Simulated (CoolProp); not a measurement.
The numbers come from the reference Helmholtz-energy equation of state, Thol 2015 in CoolProp.

Problem. Give the vapour pressure (kPa), liquid density (kg/m³), enthalpy of vaporisation (kJ/kg), vapour Z of saturated octamethylcyclotetrasiloxane (D4) at 493, 516.1, 562.5 K.

Solution. 
```json
[
 {"T (K)": "493", "p (kPa)": "275", "liquid density (kg/m³)": "698", "enthalpy of vaporisation (kJ/kg)": "112", "vapour Z": "0.840"},
 {"T (K)": "516.1", "p (kPa)": "428", "liquid density (kg/m³)": "657", "enthalpy of vaporisation (kJ/kg)": "99.7", "vapour Z": "0.778"},
 {"T (K)": "562.5", "p (kPa)": "931", "liquid density (kg/m³)": "542", "enthalpy of vaporisation (kJ/kg)": "65.3", "vapour Z": "0.582"}
]
```
